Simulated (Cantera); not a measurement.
An isothermal, constant-pressure homogeneous reactor starts with NO : N2 = 1 : 0.92 (molar parts), at 1998 K and 100.0 Torr. Integrator tolerance rtol = 1e-08.

Model: GRI-Mech 3.0 (53 species, 325 reactions), integrated in Cantera.

```json
[
 {"quantity": "x(NO) at 2.00 s", "before": "0.289 (gas-phase equilibrium 0.00815)", "after": "0.370 (gas-phase equilibrium 0.00922)"},
 {"quantity": "x(N2O) at 2.00 s", "before": "3.09e-5 (gas-phase equilibrium 1.62e-7)", "after": "4.61e-5 (gas-phase equilibrium 1.60e-7)"},
 {"quantity": "x(O) at 2.00 s", "before": "0.000639 (gas-phase equilibrium 0.000918)", "after": "0.000927 (gas-phase equilibrium 0.00119)"},
 {"quantity": "x(NO2) at 2.00 s", "before": "0.000135 (gas-phase equilibrium 5.67e-6)", "after": "0.000253 (gas-phase equilibrium 8.32e-6)"},
 {"quantity": "x(O2) at 2.00 s", "before": "0.115 (gas-phase equilibrium 0.256)", "after": "0.249 (gas-phase equilibrium 0.429)"},
 {"quantity": "x(N2) at 2.00 s", "before": "0.595 (gas-phase equilibrium 0.735)", "after": "0.380 (gas-phase equilibrium 0.560)"}
]
```

Task: Name the change that produced these shifts.
(A) temperature 1998 to 2200 K
(B) temperature 1998 to 1525 K
(C) temperature 1998 to 1575 K
(D) N2 0.92 to 0.15 parts

Result: D, N2 0.92 to 0.15 parts
